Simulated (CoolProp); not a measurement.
Hydrogen sulfide along the isobar 11.3 MPa: Z from the reference equation and from simpler models built on Tc = 373.1 K, pc = 8.999 MPa, ω = 0.101; each cubic takes its own stable root.

Model: reference Helmholtz-energy equation of state, Lemmon 2006, in CoolProp. It is a short technical equation, of lower accuracy than the large ones.

```csv
T (K),phase,reference
263.4,liquid,0.2021
282.2,liquid,0.1970
301,liquid,0.1941
319.9,liquid,0.1938
338.7,liquid,0.1970
357.5,liquid,0.2068
376.3,supercritical,0.2377
395.2,supercritical,0.4608
414,supercritical,0.6093
432.8,supercritical,0.6914
451.6,supercritical,0.7480
470.5,supercritical,0.7905
489.3,supercritical,0.8237
```

Problem. How far does each simpler model (van der Waals, Soave-Redlich-Kwong) lie from the reference over these 13 states: mean and median of the absolute difference, and the worst?

Solution. 
- van der Waals: mean 26.3 %, median 34.5 %, worst +48.8 % at 263.4 K and 11.3 MPa
- Soave-Redlich-Kwong: mean 4.9 %, median 4.0 %, worst +15.6 % at 376.3 K and 11.3 MPa
